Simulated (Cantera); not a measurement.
Charge: 1 mol SF₆, 0.032 mol SO₂, held at 1.33 mbar.

Equilibrium computed with Cantera from the NASA thermochemical tables; the gas is ideal and each condensed phase is pure. Candidate condensed phases: S; 45 gas species. Ions and electrons are included (thermal ionisation). The tables' values for S₂F₂ (SSF₂), SOF₂, SF₃, FS₂F (FSSF) are old estimates; treat these amounts as uncertain. The numbers say what is thermodynamically allowed, not how fast it happens.

x: gas mole fraction; nothing condenses.

```tsv
T (K)	x F	x S	x SF₂	x SF	x S₂
2000	0.857	0.0148	0.0576	0.0307	0.0289
2500	0.860	0.118	5.63e-5	0.00346	0.00962
3000	0.847	0.144	1.60e-7	0.000239	0.000429
3500	0.846	0.145	[?]	[?]	[?]
4000	0.846	0.145	[?]	[?]	[?]
4500	0.845	0.145	6.51e-12	1.96e-6	1.23e-6
5000	0.844	0.144	<1e-12	7.29e-7	3.71e-7
```

**Question.** Some entries are withheld; supply them.

**Answer.** 
- 3500, x SF₂: 2.15e-9
- 3500, x SF: 3.10e-5
- 3500, x S₂: 3.57e-5
- 4000, x SF₂: 8.30e-11
- 4000, x SF: 6.59e-6
- 4000, x S₂: 5.40e-6
